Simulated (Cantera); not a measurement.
## Carbothermic reduction: TiO₂ + CH₄ + H₂

A closed system holds: 1 mol TiO₂, 2.8 mol CH₄, 3 mol H₂, equilibrated at 2127 °C and 7.10 bar.

Equilibrium computed with Cantera from the NASA thermochemical tables; the gas is ideal and each condensed phase is pure. Candidate condensed phases: C, C₆H₆, C₇H₈, C₈H₁₈, H₂O, Ti, TiC, TiO, TiO₂, Ti₂O₃, Ti₃O₅, Ti₄O₇; 113 gas species. Mutual solubility and eutectic melting of coexisting phases are not modelled. TiC, TiO: taken at fixed stoichiometry. Condensed phases not in the tables: solid solutions among these carbides, nitrides and lower oxides. The numbers say what is thermodynamically allowed, not how fast it happens.

| Item | Result |
|---|---|
| x(H₂) | 0.814 |
| x(CO) | 0.180 |
| x(H) | 0.00538 |
| x(H₂O) | 0.000874 |
| x(CO₂) | 3.27e-5 |
| x(CH₄) | 3.13e-5 |
| x(TiO) | 1.61e-5 |
| x(C₂H₂ (acetylene)) | 7.96e-6 |
| x(CH₃) | 3.81e-6 |
| n(TiC(s)) | 0.905 mol |
| n(TiO(l)) | 0.0953 mol |
| gas amount | 10.52 mol |
| log10 activity of Ti₂O₃(l) (absent) | -0.29 |
| log10 activity of Ti₃O₅(l) (absent) | -0.72 |
| log10 activity of C(graphite) (absent) | -1.43 |
